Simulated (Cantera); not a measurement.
Feed: 1 mol Si₃N₄, 0.48 mol H₂, held at 47.0 Pa.

Equilibrium computed with Cantera from the NASA thermochemical tables; the gas is ideal and each condensed phase is pure. Candidate condensed phases: Si, Si₃N₄; 18 gas species. Mutual solubility and eutectic melting of coexisting phases are not modelled. Gases not in the tables: Si₂H₆ and higher silanes. Kinetics and transport are ignored.

Problem. Which condensed phases are stable at each of these points (T (K)): 1573, 1723, 1873, 2023, 2173, 2323, 2473, 2623, 2773, 2923, 3073?

Solution. 
```json
[
 {"T (K)": "1573", "condensed phases": "Si(s) + Si₃N₄(s)", "Si condensed (%)": "100.0"},
 {"T (K)": "1723", "condensed phases": "Si(l)", "Si condensed (%)": "99.8"},
 {"T (K)": "1873", "condensed phases": "Si(l)", "Si condensed (%)": "98.3"},
 {"T (K)": "2023", "condensed phases": "Si(l)", "Si condensed (%)": "87.8"},
 {"T (K)": "2173", "condensed phases": "gas only", "Si condensed (%)": "0.0"},
 {"T (K)": "2323", "condensed phases": "gas only", "Si condensed (%)": "0.0"},
 {"T (K)": "2473", "condensed phases": "gas only", "Si condensed (%)": "0.0"},
 {"T (K)": "2623", "condensed phases": "gas only", "Si condensed (%)": "0.0"},
 {"T (K)": "2773", "condensed phases": "gas only", "Si condensed (%)": "0.0"},
 {"T (K)": "2923", "condensed phases": "gas only", "Si condensed (%)": "0.0"},
 {"T (K)": "3073", "condensed phases": "gas only", "Si condensed (%)": "0.0"}
]
```

At 1573 K the condensed part is Si(s) + Si₃N₄(s). From 1723 K to 2023 K the condensed part is Si(l). From 2173 K to 3073 K nothing is condensed.
